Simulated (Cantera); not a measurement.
# Diamond growth

A diamond (100) surface in a fixed gas of H2 with x(CH4) = 0.0092, x(H) = 0.00029, x(CH3) = 0.00013, 13000 Pa; coverages are run to steady state.

Model: the Harris–Goodwin 1993 mechanism for the reconstructed diamond (100) surface, integrated in Cantera.

| T (K) | growth (µm/h) | θ c6HH | θ c6H* | θ c6*H | θ c6** | θ c6HM |
|---|---|---|---|---|---|---|
| 950 | 4.48 | 0.488 | 0.0103 | 0.246 | 0.00384 | 0.193 |
| 1000 | 5.11 | 0.495 | 0.0143 | 0.294 | 0.00558 | 0.139 |
| 1050 | 4.58 | 0.509 | 0.0193 | 0.346 | 0.00766 | 0.0815 |
| 1100 | 3.09 | 0.519 | 0.0247 | 0.391 | 0.00972 | 0.0359 |
| 1150 | 1.80 | 0.518 | 0.0295 | 0.419 | 0.0113 | 0.0129 |
| 1200 | 1.13 | 0.514 | 0.0337 | 0.431 | 0.0123 | 0.00430 |
| 1250 | 0.845 | 0.513 | 0.0371 | 0.433 | 0.0127 | 0.00143 |
| 1300 | 0.681 | 0.518 | 0.0400 | 0.427 | 0.0127 | 0.000487 |
| 1350 | 0.496 | 0.527 | 0.0422 | 0.416 | 0.0124 | 0.000171 |
| 1400 | 0.286 | 0.542 | 0.0439 | 0.402 | 0.0119 | 6.29e-5 |
θ: site fractions in the mechanism's names (c6HH fully hydrogenated, c6H* and c6*H radical sites, c6** diradical, c6HM methylated).
